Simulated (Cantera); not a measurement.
Charge: 1 mol HMDSO, 3.3 mol CO2, 100 mol N2, held at 1850 K and 100000 Pa.

Equilibrium computed with Cantera from the NASA thermochemical tables; the gas is ideal and each condensed phase is pure. Candidate condensed phases: C, C6H6, C7H8, C8H18, H2O, Si, SiC, SiO2, Si2N2O, Si3N4; 151 gas species. The feed counts by its element totals alone. Mutual solubility and eutectic melting of coexisting phases are not modelled. The numbers say what is thermodynamically allowed, not how fast it happens.

Base state: N2 0.857, H2 0.0763, CO 0.0637, HCN 0.00182, SiO 0.000487, H 0.000149, HNC 7.70e-5, C2H2 (acetylene) 1.67e-5 (mole fractions); condensed: SiC(s) + Si2N2O(s).

**Question.** What changes in the equilibrium state with this change: CO2 from 3.3 to 7 mol?

**Answer.** 
| species | before | after |
|---|---|---|
| N2 | 0.857 | 0.815 |
| CO | 0.0637 | 0.106 |
| H2 | 0.0763 | 0.0735 |
| SiO | 0.000487 | 0.00449 |
| C2H2 (acetylene) | 1.67e-5 | 6.88e-9 |
| CO2 | 2.47e-7 | 3.34e-5 |
| SiC(s), mol | 1.67 | 0 |
| Si2N2O(s), mol | 0.137 | 0.488 |
| SiO2(condensed), mol | 0 | 0.477 |
The tables hold silica as quartz up to 1696 K and as liquid above; real silica turns to tridymite and cristobalite and melts near 1996 K.
